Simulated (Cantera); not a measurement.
What does this Cantera script print?

```python
import numpy as np
import cantera as ct

gas_names = """
    B BCL BCL2 BCL3 BH BH2 BH3 B2 CL CL2 H HCL H2
""".split()
cond_names = """
    B(b) B(L)
""".split()


# ... load() reads the species with a 1 bar reference pressure and builds the phases ...
atoms = {
    'B': {'B': 1},
    'HCl': {'H': 1, 'CL': 1},
    'Cl2': {'CL': 2},
}
top_T = {}  # K; cautious upper limits of use, not melting points


# ... equilibrate(T, P, feed) seeds the gas with the atoms and calls Mixture.equilibrate('TP', solver="vcs", rtol=1e-11, max_steps=5000) ...
results = []
feed = {'B': 1, 'HCl': 1.6, 'Cl2': 0.036}  # mol
P = 390000  # Pa
for T in [875, 950, 1025, 1100, 1175, 1250, 1325, 1400, 1475, 1550, 1625, 1700]:
    mix = equilibrate(T, P, feed)
    results.append((T, P, feed, dict(zip(mix.species_names, mix.species_moles))))
    x = sorted(zip(gas.X, gas.species_names), reverse=True)
    print(f"T = {T:g} K  P = {P:g} Pa  gas = {mix.phase_moles(0):.4g} mol")
    print("   x: " + "  ".join(f"{s} {v:.3e}" for v, s in x if v > 0.001))
    print("   condensed (mol): " + ("  ".join(f"{mix.phase(i).name} {mix.phase_moles(i):.4g}"
          for i in range(1, mix.n_phases) if mix.phase_moles(i) > 1e-12) or "none"))
```

Result:

```
T = 875 K  P = 390000 Pa  gas = 1.364 mol
   x: H2 5.716e-01  BCL3 3.986e-01  HCL 2.977e-02
   condensed (mol): B(b) 0.4562
T = 950 K  P = 390000 Pa  gas = 1.368 mol
   x: H2 5.622e-01  BCL3 3.923e-01  HCL 4.546e-02
   condensed (mol): B(b) 0.4634
T = 1025 K  P = 390000 Pa  gas = 1.372 mol
   x: H2 5.506e-01  BCL3 3.846e-01  HCL 6.479e-02
   condensed (mol): B(b) 0.4723
T = 1100 K  P = 390000 Pa  gas = 1.377 mol
   x: H2 5.371e-01  BCL3 3.755e-01  HCL 8.741e-02
   condensed (mol): B(b) 0.4828
T = 1175 K  P = 390000 Pa  gas = 1.383 mol
   x: H2 5.219e-01  BCL3 3.653e-01  HCL 1.128e-01
   condensed (mol): B(b) 0.4947
T = 1250 K  P = 390000 Pa  gas = 1.39 mol
   x: H2 5.055e-01  BCL3 3.542e-01  HCL 1.403e-01
   condensed (mol): B(b) 0.5076
T = 1325 K  P = 390000 Pa  gas = 1.397 mol
   x: H2 4.881e-01  BCL3 3.425e-01  HCL 1.692e-01
   condensed (mol): B(b) 0.5214
T = 1400 K  P = 390000 Pa  gas = 1.404 mol
   x: H2 4.703e-01  BCL3 3.304e-01  HCL 1.991e-01
   condensed (mol): B(b) 0.5357
T = 1475 K  P = 390000 Pa  gas = 1.412 mol
   x: H2 4.522e-01  BCL3 3.181e-01  HCL 2.292e-01
   condensed (mol): B(b) 0.5502
T = 1550 K  P = 390000 Pa  gas = 1.419 mol
   x: H2 4.341e-01  BCL3 3.056e-01  HCL 2.591e-01  BCL2 1.114e-03
   condensed (mol): B(b) 0.5646
T = 1625 K  P = 390000 Pa  gas = 1.427 mol
   x: H2 4.164e-01  BCL3 2.929e-01  HCL 2.883e-01  BCL2 2.095e-03
   condensed (mol): B(b) 0.5786
T = 1700 K  P = 390000 Pa  gas = 1.435 mol
   x: H2 3.990e-01  HCL 3.165e-01  BCL3 2.801e-01  BCL2 3.704e-03
   condensed (mol): B(b) 0.5918
```

Equilibrium computed with Cantera from the NASA thermochemical tables; the gas is ideal and each condensed phase is pure. The tables' values for BCl2, BCl, BH2 are old estimates; treat these amounts as uncertain. Gases not in the tables: BHCl2.
